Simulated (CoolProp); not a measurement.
Saturation properties of hydrogen chloride (Tc = 324.7 K, pc = 8.314 MPa, ω = 0.130).

The numbers come from the reference Helmholtz-energy equation of state, Thol 2018 in CoolProp.

```csv
T (K),p (MPa),liquid density (kg/m³),enthalpy of vaporisation (kJ/kg)
256.5,1.632,989.5,347.0
259.7,1.792,978.3,340.8
262.8,1.957,967.2,334.5
266,2.138,955.4,327.7
269.2,2.332,943.3,320.7
272.4,2.539,930.8,313.3
275.6,2.759,917.8,305.6
278.8,2.993,904.4,297.5
282,3.241,890.5,289.1
285.2,3.504,876.0,280.1
288.4,3.783,860.9,270.7
291.6,4.078,844.9,260.6
294.7,4.380,828.6,250.3
```

It boils at 188.2 K under 1 atm.
